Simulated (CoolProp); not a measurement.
A simple Rankine cycle with water: condensing at 295.15 K, boiler at 4.2 MPa, turbine inlet 676.5 K, turbine efficiency 0.6, pump efficiency 0.6, no recuperator. Each further row changes one setting.

Computed with CoolProp (reference Helmholtz-energy equation of state, Wagner 2002).

| case | thermal efficiency (%) | net work (kJ/kg) | heat in (kJ/kg) | turbine exit temperature (K) | volume ratio over the turbine |
|---|---|---|---|---|---|
| as stated | 23.4 | 730 | 3120 | 295.1 | 715 |
| turbine inlet 696.5 K | 23.6 | 746 | 3170 | 295.1 | 699 |
| condensing temperature 287.15 K | 24.1 | 761 | 3150 | 287.1 | 1140 |
| boiler pressure 2.94 MPa | 22.6 | 712 | 3140 | 295.1 | 500 |
| turbine efficiency 0.5 | 19.5 | 607 | 3120 | 328.9 | 817 |

The expansion ends wet for: as stated; turbine inlet 696.5 K; condensing temperature 287.15 K; boiler pressure 2.94 MPa.
